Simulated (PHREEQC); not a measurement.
A column of 0.5 m (30 cells, dispersivity 0.04 m, 720 s a shift, diffusion coefficient 3e-10 m²/s) holds 0.021 eq of the database's cation exchanger X per kg of pore water, first in equilibrium with 0.017 mol Na2SO4 and 1e-05 mol HCl per kg of water. It is flushed with 0.0094 mol MgSO4 and 1e-05 mol HCl per kg of water, at 25 °C. Values are for the last cell. No CO2 enters from the air. Precipitation was switched off in this run.

The series has 31 steps of pore volumes, from 0 to 5.017.

All values are PHREEQC results (ion-association model, phreeqc.dat), not measurements.

Task: After how many pore volumes does Mg at the outlet first reach half of its feed value?

Result: By 2.2 pore volumes.
